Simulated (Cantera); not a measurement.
A perfectly stirred reactor is fed with CH4 : O2 : N2 = 1 : 2.74 : 10.3 (molar parts), at 1.00 bar; it is adiabatic with a 700 K inlet, and is followed from long to short residence time, starting on the burning branch (τ in s: 0.047, 0.016, 0.0052, 0.0017, 0.00058, 0.00019, 6.5e-05, 2.2e-05, 7.2e-06).

Detailed kinetics in Cantera: GRI-Mech 3.0 (53 species, 325 reactions).

Task: Predict: blow-out, bracketed by the residence times tried; x(CH4) at τ = 47.0 ms; x(O2) at τ = 47.0 ms; x(N2O) at τ = 47.0 ms; x(HO2) at τ = 47.0 ms; x(CH4) at τ = 0.580 ms; x(O2) at τ = 0.580 ms; x(N2O) at τ = 0.580 ms; x(CH2CO) at τ = 0.580 ms; x(HO2) at τ = 0.580 ms.

Result: blow-out, bracketed by the residence times tried: burning at 65.0 µs, out at 22.0 µs
x(CH4) at τ = 47.0 ms: 5.17e-6
x(O2) at τ = 47.0 ms: 0.0523
x(N2O) at τ = 47.0 ms: 3.30e-7
x(HO2) at τ = 47.0 ms: 2.37e-6
x(CH4) at τ = 0.580 ms: 0.000136
x(O2) at τ = 0.580 ms: 0.0575
x(N2O) at τ = 0.580 ms: 2.66e-7
x(CH2CO) at τ = 0.580 ms: 3.74e-8
x(HO2) at τ = 0.580 ms: 9.88e-6
